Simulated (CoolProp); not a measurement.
Vapour pressure (kPa) of chlorine: the reference equation beside estimates from Tc = 416.9 K, pc = 7642 kPa, ω = 0.070. Clausius-Clapeyron is anchored at 242.6 K with a constant enthalpy of vaporisation of 20.21 kJ/mol.

Model: reference Helmholtz-energy equation of state, Thol 2021, in CoolProp.

```tsv
T (K)	reference	Lee-Kesler	Clausius-Clapeyron	van der Waals	Redlich-Kwong	Soave-Redlich-Kwong	Peng-Robinson
238.1	96.52	99.16	97.17	496.6	91.50	98.70	102.3
242.6	117.4	120.2	117.4	555.4	112.7	119.7	123.6
247	141.1	144.1	140.4	617.3	137.0	143.5	147.6
251.5	169.1	172.2	167.4	685.3	165.8	171.5	175.8
255.9	200.4	203.5	197.7	756.5	198.1	202.8	207.1
260.3	236.0	239.1	232.1	832.7	235.1	238.3	242.7
264.8	277.3	280.3	272.0	915.7	278.0	279.4	283.7
269.2	322.7	325.6	316.0	1002	325.4	324.7	328.8
273.7	374.8	377.4	366.6	1096	379.8	376.5	380.3
278.1	431.6	433.8	421.9	1193	439.2	433.0	436.4
282.5	494.7	496.4	483.4	1296	505.2	495.6	498.5
```

Absolute difference from the reference over all 11 rows, mean and median: Lee-Kesler 1.4 and 1.3 %, Clausius-Clapeyron 1.4 and 1.7 %, van der Waals 266.6 and 252.8 %, Redlich-Kwong 2.0 and 1.8 %, Soave-Redlich-Kwong 1.1 and 1.0 %, Peng-Robinson 3.1 and 2.8 %.
